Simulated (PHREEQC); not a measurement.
Make-up at 35 °C: 0.0043 mol Cu(BF4)2, 0.0011 mol HCl and 0.055 mol NaCl per kg of water. It is in equilibrium with CO2 at log p = -2 (atm). Otherwise closed; pH follows from the charge balance.

Computed with PHREEQC (ion-association model, phreeqc.dat).

No solid was allowed to form.

Q: Order these B species by the share of B that they hold, largest first: BF2(OH)2-, BF3OH-, H3BO3, BF4-.

A: BF4- (74 %), H3BO3 (15 %), BF3OH- (7.5 %), BF2(OH)2- (3.4 %)

The pH is 2.80 and the ionic strength 0.0688 mol/kgw. Real BF4- forms and hydrolyses slowly; the run takes it at equilibrium.
